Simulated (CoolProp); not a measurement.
Benzene along the isotherm 620 K: Z from the reference equation and from simpler models built on Tc = 562.0 K, pc = 49.06 bar, ω = 0.211; each cubic takes its own stable root.

The numbers come from the reference Helmholtz-energy equation of state, Thol 2012 in CoolProp.

| p (bar) | phase | reference | Pitzer virial | Redlich-Kwong | Soave-Redlich-Kwong | Peng-Robinson |
|---|---|---|---|---|---|---|
| 1.64 | gas | 0.9918 | 0.9917 | 0.9914 | 0.9918 | 0.9906 |
| 3.27 | gas | 0.9835 | 0.9835 | 0.9828 | 0.9836 | 0.9813 |
| 4.91 | gas | 0.9751 | 0.9753 | 0.9740 | 0.9752 | 0.9718 |
| 6.54 | gas | 0.9667 | 0.9671 | 0.9653 | 0.9668 | 0.9623 |
| 8.18 | gas | 0.9582 | 0.9588 | 0.9564 | 0.9583 | … |
| 9.81 | gas | 0.9497 | 0.9506 | 0.9474 | 0.9498 | 0.9431 |
| 11.4 | gas | 0.9413 | 0.9426 | … | 0.9415 | 0.9337 |
| 13.1 | gas | 0.9322 | 0.9341 | 0.9291 | 0.9324 | 0.9235 |
| 14.7 | gas | 0.9235 | 0.9260 | 0.9201 | 0.9239 | 0.9139 |
| 16.4 | gas | 0.9142 | 0.9175 | 0.9103 | 0.9147 | 0.9036 |
| 18 | gas | 0.9054 | 0.9094 | 0.9011 | 0.9059 | 0.8938 |
| 19.6 | gas | … | 0.9014 | 0.8917 | 0.8971 | 0.8840 |
| 21.3 | gas | 0.8869 | 0.8928 | 0.8817 | 0.8876 | 0.8735 |
| 22.9 | gas | 0.8777 | 0.8848 | 0.8721 | 0.8786 | 0.8635 |
| 24.5 | gas | 0.8684 | 0.8767 | 0.8624 | 0.8695 | 0.8535 |

Q: Fill in the missing entries.

A: 
- 8.18, Peng-Robinson: 0.9527
- 11.4, Redlich-Kwong: 0.9386
- 19.6, reference: 0.8965
